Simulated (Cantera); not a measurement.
Adiabatic ignition

An adiabatic, constant-volume homogeneous reactor starts with C₃H₈ : O₂ : N₂ = 1 : 2.08 : 7.83 (molar parts), equivalence ratio 2.4, at 1200 K and 7.40 atm.

Computed with Cantera and GRI-Mech 3.0 (53 species, 325 reactions). GRI-Mech 3.0 was tuned for natural gas; its chemistry of propane as a main component is partial and can be far from experiment.

```tsv
t (s)	T (K)	P (bar)	x C₃H₈	x O₂	x H	x C₂H₂	x N₂O	x CO₂	x CH₄
8.00e-6	1200	7.50	0.0917	0.191	2.56e-9	2.93e-12	<1e-12	3.69e-11	1.26e-6
1.94e-5	1200	7.50	0.0916	0.191	7.13e-9	6.58e-11	5.13e-12	8.10e-10	8.23e-6
4.72e-5	1200	7.50	0.0915	0.191	1.35e-8	1.64e-9	1.84e-11	1.23e-8	4.90e-5
0.000115	1200	7.50	0.0912	0.190	1.45e-8	2.02e-8	4.75e-11	6.35e-8	0.000187
0.000279	1200	7.51	0.0902	0.190	1.75e-8	1.62e-7	1.24e-10	2.14e-7	0.000546
0.000678	1201	7.53	0.0876	0.189	2.77e-8	1.25e-6	3.63e-10	8.63e-7	0.00154
0.00165	1216	7.72	0.0757	0.182	1.49e-7	1.66e-5	1.70e-9	1.58e-5	0.00548
0.00400	2480	21.1	<1e-12	1.58e-7	0.00226	1.75e-10	6.34e-9	0.0105	3.76e-8
0.00972	2480	21.1	<1e-12	1.59e-7	0.00227	1.66e-10	3.40e-9	0.0105	3.58e-8
0.0236	2480	21.1	<1e-12	1.59e-7	0.00227	1.65e-10	3.31e-9	0.0105	3.57e-8
0.0574	2480	21.1	<1e-12	1.59e-7	0.00227	1.65e-10	3.30e-9	0.0105	3.57e-8
0.139	2480	21.1	<1e-12	1.59e-7	0.00227	1.65e-10	3.30e-9	0.0105	3.57e-8
0.339	2480	21.1	<1e-12	1.59e-7	0.00227	1.65e-10	3.30e-9	0.0105	3.57e-8
0.823	2480	21.1	<1e-12	1.59e-7	0.00227	1.65e-10	3.30e-9	0.0105	3.57e-8
2.00	2480	21.1	<1e-12	1.59e-7	0.00227	1.65e-10	3.30e-9	0.0105	3.57e-8
```
x: mole fraction; the columns are a selection and need not sum to one.

```json
{
  "time_of_steepest_temperature_rise": "2.06 ms",
  "temperature at 2.00 s": "2480 K",
  "equilibrium_temperature": "2480 K",
  "x(C₃H₈) at 2.00 s": "<1e-12 (gas-phase equilibrium <1e-12)",
  "x(O₂) at 2.00 s": "1.59e-7 (gas-phase equilibrium 1.59e-7)",
  "x(H) at 2.00 s": "0.00227 (gas-phase equilibrium 0.00227)"
}
```
